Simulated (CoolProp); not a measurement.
Properties of chloromethane (R40) at several states.

Model: reference Helmholtz-energy equation of state, Thol 2014, in CoolProp.

```csv
T (K),p (MPa),phase,density (kg/m³),isothermal compressibility (1/MPa)
370,0.0133,gas,0.2185,75.27
499.5,2.21,gas,…,…
290.2,4.4,liquid,…,0.002095
```

### Question
Some entries are withheld; supply them.

### Answer

- 499.5, density (kg/m³): 28.77
- 499.5, isothermal compressibility (1/MPa): 0.4852
- 290.2, density (kg/m³): 935.7
